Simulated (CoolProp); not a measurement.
2000 sccm (0 °C, 1 atm) of nitrogen bubbles through liquid R113 at 275.5 K and leaves saturated at a total pressure of 0.15 MPa (ideal gas phase). Each further row changes one setting.

The numbers come from the reference Helmholtz-energy equation of state, Marx 1992 in CoolProp.

```tsv
case	vapour pressure (kPa)	mole fraction of vapour	delivery (mg/min)	delivery (sccm)	change of delivery for a bath 1 K warmer (%)
as stated	16.8	0.112	?	?	5.5
bath temperature 280.5 K	21.2	0.142	?	330	5.4
total pressure 0.3 MPa	16.8	?	?	?	?
```

**Question.** Complete the blanks.

**Answer.** 
- as stated, delivery (mg/min): 2110
- as stated, delivery (sccm): 253
- bath temperature 280.5 K, delivery (mg/min): 2760
- total pressure 0.3 MPa, mole fraction of vapour: 0.0561
- total pressure 0.3 MPa, delivery (mg/min): 994
- total pressure 0.3 MPa, delivery (sccm): 119
- total pressure 0.3 MPa, change of delivery for a bath 1 K warmer (%): 5.1
